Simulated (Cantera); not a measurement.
## Ignition delay

Mixture: CH₄ : O₂ : N₂ = 1 : 0.909 : 4.45 (molar parts), equivalence ratio 2.2, at 7.99 atm, adiabatic and at constant pressure. Ignition delay is the time to a rise of 400 K.

Cantera simulation using GRI-Mech 3.0 (53 species, 325 reactions); the numbers are that mechanism's predictions, not measurements.

```json
[
 {"T0 (K)": "1250", "delay (ms)": "6.38"},
 {"T0 (K)": "1325", "delay (ms)": "2.69"},
 {"T0 (K)": "1400", "delay (ms)": "1.19"},
 {"T0 (K)": "1475", "delay (ms)": "0.541"},
 {"T0 (K)": "1550", "delay (ms)": "0.255"},
 {"T0 (K)": "1625", "delay (ms)": "0.125"},
 {"T0 (K)": "1700", "delay (ms)": "0.0641"},
 {"T0 (K)": "1775", "delay (ms)": "0.0347"}
]
```

| Item | Result |
|---|---|
| apparent activation energy between 1625 and 1775 K | 200 kJ/mol |
